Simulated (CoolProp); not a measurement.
Fluorine along the isobar 9220 kPa: Z from the reference equation and from simpler models built on Tc = 144.4 K, pc = 5240 kPa, ω = 0.045; each cubic takes its own stable root.

Computed with CoolProp (reference Helmholtz-energy equation of state, de Reuck 1990).

```tsv
T (K)	phase	reference	van der Waals	Redlich-Kwong	Soave-Redlich-Kwong
100.3	liquid	0.2955	0.4192	0.2943	0.2950
113.6	liquid	0.2809	0.3944	0.2838	0.2837
126.9	liquid	0.2760	0.3822	0.2854	0.2847
140.2	liquid	0.2857	0.3848	0.3057	0.3052
153.5	supercritical	0.3397	0.4131	0.3740	0.3778
166.9	supercritical	0.5371	0.5040	0.5457	0.5601
180.2	supercritical	0.6828	0.6326	0.6798	0.6961
193.5	supercritical	0.7699	0.7214	0.7623	0.7797
206.8	supercritical	0.8276	0.7814	0.8180	0.8365
220.1	supercritical	0.8684	0.8246	0.8582	0.8774
233.4	supercritical	0.8983	0.8572	0.8883	0.9080
246.7	supercritical	0.9210	0.8826	0.9115	0.9316
260.1	supercritical	0.9387	0.9030	0.9298	0.9501
273.4	supercritical	0.9525	0.9194	0.9444	0.9648
286.7	supercritical	0.9637	0.9329	0.9562	0.9765
300	supercritical	0.9728	0.9441	0.9659	0.9861
```
